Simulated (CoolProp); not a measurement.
Properties of cyclopentane along the isotherm 276.85 °C.

The numbers come from the reference Helmholtz-energy equation of state, Gedanitz 2015 in CoolProp.

```
p (MPa)          phase  density (kg/m³)  speed of sound (m/s)  expansivity (1/kK)  conductivity (mW/(m K))
-------  -------------  ---------------  --------------------  ------------------  -----------------------
0.573              gas            9.111                 253.8               2.050                     44.1
1.15               gas            19.02                 245.1               2.333                     45.6
1.72               gas            29.67                     …               2.678                     47.1
2.29               gas                …                 226.6                   …                        …
2.86               gas            54.38                 216.6               3.675                     50.4
3.44               gas            69.36                 205.7               4.444                     52.2
4.01               gas            86.39                 194.4               5.505                     54.3
4.58               gas            106.6                 182.3               7.065                     56.7
5.16     supercritical            132.1                     …               9.521                     59.6
5.73     supercritical            164.3                     …               13.23                     63.0
6.3      supercritical            206.0                 152.5                   …                     66.5
6.87     supercritical            255.7                 153.3               20.85                     69.0
```

Problem. Complete the blanks.

Solution. 
- 1.72, speed of sound (m/s): 236.1
- 2.29, density (kg/m³): 41.37
- 2.29, expansivity (1/kK): 3.113
- 2.29, conductivity (mW/(m K)): 48.7
- 5.16, speed of sound (m/s): 170.0
- 5.73, speed of sound (m/s): 159.1
- 6.3, expansivity (1/kK): 17.90

Thermal conductivity comes from a separate model (Vassiliou 2015).
